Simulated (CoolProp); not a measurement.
n-hexane at several states: density (kg/m³) from the reference equation and from simpler models built on Tc = 507.8 K, pc = 3044 kPa, ω = 0.300; each cubic takes its own stable root.

Values from CoolProp's reference Helmholtz-energy equation of state, Thol 2019.

```tsv
T (K)	p (kPa)	phase	reference	van der Waals	Redlich-Kwong	Peng-Robinson
316.1	1170	liquid	639.6	380.0	556.2	651.8
380.5	6490	liquid	586.6	366.3	513.3	600.9
520.2	1280	gas	29.98	29.38	29.90	30.34
244.3	3000	liquid	704.3	416.7	615.2	706.5
385.1	2790	liquid	573.9	347.8	492.7	583.8
```
